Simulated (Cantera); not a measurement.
A perfectly stirred reactor is fed with C2H6 : N2 = 1 : 2.2 (molar parts), at 0.390 bar; it is held at 1598 K, and followed from long to short residence time.

Model: GRI-Mech 3.0 (53 species, 325 reactions), integrated in Cantera. GRI-Mech 3.0 stops at C3 and has no aromatics, soot or wall deposition, so with more carbon than oxygen in the feed, carbon stays in small species such as C2H2 where larger ones or solid carbon would form.

Task: What does this change do: pressure from 0.390 bar to 7.05 Torr?

Result: 
| quantity | before | after |
|---|---|---|
| x(C2H6) at τ = 3.60 s | 2.30e-5 | 8.44e-5 |
| x(HCN) at τ = 3.60 s | 2.19e-7 | 6.48e-6 |
| x(H) at τ = 3.60 s | 5.87e-5 | 0.000624 |
| x(H2) at τ = 3.60 s | 0.350 | 0.354 |
| x(C2H4) at τ = 3.60 s | 0.00293 | 0.000642 |
| x(C2H6) at τ = 0.100 s | 0.000454 | 0.00250 |
| x(HCN) at τ = 0.100 s | 1.17e-7 | 1.26e-6 |
| x(H) at τ = 0.100 s | 0.000109 | 0.000796 |
| x(H2) at τ = 0.100 s | 0.314 | 0.277 |
| x(C2H4) at τ = 0.100 s | 0.00526 | 0.0120 |
Radical loss at walls, strong at low pressure, is not modelled.

Task: What does this change do: pressure from 0.390 bar to 1.01 bar?

Result: 
```tsv
quantity	before	after
x(C2H6) at τ = 3.60 s	2.30e-5	2.56e-5
x(HCN) at τ = 3.60 s	2.19e-7	1.35e-7
x(H) at τ = 3.60 s	5.87e-5	3.27e-5
x(H2) at τ = 3.60 s	0.350	0.339
x(C2H4) at τ = 3.60 s	0.00293	0.00689
x(C2H6) at τ = 0.100 s	0.000454	0.000368
x(HCN) at τ = 0.100 s	1.17e-7	3.93e-8
x(H) at τ = 0.100 s	0.000109	5.17e-5
x(H2) at τ = 0.100 s	0.314	0.302
x(C2H4) at τ = 0.100 s	0.00526	0.00812
```
